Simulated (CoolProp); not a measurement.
Vapour-liquid equilibrium of R134a (1) + R124 (2) at 4.67 bar; x and y are mole fractions of (1).

Computed with CoolProp (multi-fluid Helmholtz-energy mixture model, Tillner-Roth 1994 and de Vries 1995; pair parameters Bell 2016).

### Question
Give the bubble temperature and the first vapour's composition at x = 0.45, 0.55, 0.85. Is there an azeotrope?

### Answer
x = 0.45: 294.1 K, y = 0.575; x = 0.55: 292.4 K, y = 0.663; x = 0.85: 288.4 K, y = 0.893. No azeotrope shows between x = 0.05 and 0.95.

The pair parameters rest on a limited set of measurements; away from them the model extrapolates.
